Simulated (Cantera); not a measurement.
An isothermal, constant-pressure homogeneous reactor starts with NH3 : H2 = 1 : 0.46 (molar parts), at 2350 K and 1300 Pa. Integrator tolerance rtol = 1e-08.

Model: the gas-phase N/H chemistry of the illustrative SiF4/NH3 mechanism in the Surface Chemkin manual (1991), integrated in Cantera. Walls and surfaces, which speed up NH3 decomposition in real reactors, are not modelled.

Task: What does this change do: temperature 2350 to 2048 K?

Result: 
```json
[
 {"quantity": "x(NH3) at 4.00 s", "before": "6.21e-8 (gas-phase equilibrium 4.25e-8)", "after": "0.0182 (gas-phase equilibrium 7.47e-8)"},
 {"quantity": "x(H2) at 4.00 s", "before": "0.715 (gas-phase equilibrium 0.713)", "after": "0.782 (gas-phase equilibrium 0.781)"},
 {"quantity": "x(N2H2) at 4.00 s", "before": "<1e-12 (gas-phase equilibrium <1e-12)", "after": "1.27e-7 (gas-phase equilibrium <1e-12)"},
 {"quantity": "x(H) at 4.00 s", "before": "0.0913 (gas-phase equilibrium 0.0930)", "after": "0.00187 (gas-phase equilibrium 0.0175)"},
 {"quantity": "x(NH) at 4.00 s", "before": "6.70e-8 (gas-phase equilibrium 4.77e-8)", "after": "9.38e-6 (gas-phase equilibrium 3.44e-9)"},
 {"quantity": "x(NH2) at 4.00 s", "before": "2.54e-8 (gas-phase equilibrium 1.77e-8)", "after": "0.000128 (gas-phase equilibrium 4.94e-9)"}
]
```

Task: What does this change do: temperature 2350 to 2075 K?

Result: 
| quantity | before | after |
|---|---|---|
| x(NH3) at 4.00 s | 6.21e-8 (gas-phase equilibrium 4.25e-8) | 0.00724 (gas-phase equilibrium 7.11e-8) |
| x(H2) at 4.00 s | 0.715 (gas-phase equilibrium 0.713) | 0.789 (gas-phase equilibrium 0.778) |
| x(N2H2) at 4.00 s | <1e-12 (gas-phase equilibrium <1e-12) | 5.48e-8 (gas-phase equilibrium <1e-12) |
| x(H) at 4.00 s | 0.0913 (gas-phase equilibrium 0.0930) | 0.00288 (gas-phase equilibrium 0.0207) |
| x(NH) at 4.00 s | 6.70e-8 (gas-phase equilibrium 4.77e-8) | 8.51e-6 (gas-phase equilibrium 4.50e-9) |
| x(NH2) at 4.00 s | 2.54e-8 (gas-phase equilibrium 1.77e-8) | 7.88e-5 (gas-phase equilibrium 5.66e-9) |
